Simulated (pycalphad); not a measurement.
An equivalent pycalphad script:

```python
from pycalphad import Database, equilibrium, calculate, variables as v
import numpy as np
db = Database('COST507.tdb')
comps = ['SN', 'SI', 'VA']
phases = ['BCT_A5', 'DIAMOND_A4', 'LIQUID']
eq = equilibrium(db, comps, phases, {v.X('SI'): 0.299, v.T: np.arange(2350, 499, -40), v.P: 101325, v.N: 1}, output=['HM', 'SM'])
```

CALPHAD calculation (pycalphad, COST 507 light-alloy database (1999)), 1 atm. The database dates from 1999; later assessments differ in places, in temperatures and in the compounds included. Amounts are mole fractions of atoms.

Results at three of the temperatures:

```
T = 1910.00 K, P = 101325 Pa, N = 1 mol of atoms
G = -152185 J/mol, H = 69997 J/mol, S = 116.33 J/(mol K)  (SER reference)
chemical potentials (J/mol): Sn -176099, Si -96117
phase             fraction      x(Sn)      x(Si)
LIQUID              1.0000     0.7010     0.2990
```

```
T = 870.00 K, P = 101325 Pa, N = 1 mol of atoms
G = -49318 J/mol, H = 20551 J/mol, S = 80.31 J/(mol K)  (SER reference)
chemical potentials (J/mol): Sn -59920, Si -24461
phase             fraction      x(Sn)      x(Si)
LIQUID              0.7016     0.9991   0.000853
DIAMOND_A4          0.2984   4.37e-07     1.0000
```

```
T = 550.00 K, P = 101325 Pa, N = 1 mol of atoms
G = -25496 J/mol, H = 11718 J/mol, S = 67.66 J/(mol K)  (SER reference)
chemical potentials (J/mol): Sn -31177, Si -12177
phase             fraction      x(Sn)      x(Si)
LIQUID              0.7010     1.0000   1.68e-06
DIAMOND_A4          0.2990   2.48e-07     1.0000
```

Changes of the phase set, refined by bisection:

```csv
T (K),phases above,phases below
1565.0,LIQUID,DIAMOND_A4 + LIQUID
```

DIAMOND_A4 is diamond (Si).
